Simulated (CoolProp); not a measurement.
Carbon dioxide at 293.15 K and 10.3 MPa flows at 9.7 m/s in a round tube of 12.7 mm bore and 15 µm roughness, fully developed (64/Re and Nu = 3.66 if laminar; Colebrook and Gnielinski if turbulent). Each further row changes one setting.

The numbers come from the reference Helmholtz-energy equation of state, Span 1996 in CoolProp.

```csv
case,Reynolds number,Darcy friction factor,pressure drop (Pa/m),heat-transfer coefficient (W/(m² K)),mass flow (kg/h)
as stated,1270000,?,?,?,?
velocity 19.4 m/s,2540000,0.0206,262000,?,7610
diameter 25.4 mm,2540000,?,?,33300,?
```

Problem. Complete the blanks.

Solution. 
- as stated, Darcy friction factor: 0.0207
- as stated, pressure drop (Pa/m): 65800
- as stated, heat-transfer coefficient (W/(m² K)): 38300
- as stated, mass flow (kg/h): 3800
- velocity 19.4 m/s, heat-transfer coefficient (W/(m² K)): 76400
- diameter 25.4 mm, Darcy friction factor: 0.0175
- diameter 25.4 mm, pressure drop (Pa/m): 27900
- diameter 25.4 mm, mass flow (kg/h): 15200

Viscosity comes from a separate model (Laesecke 2017). Thermal conductivity comes from a separate model (Huber 2016).
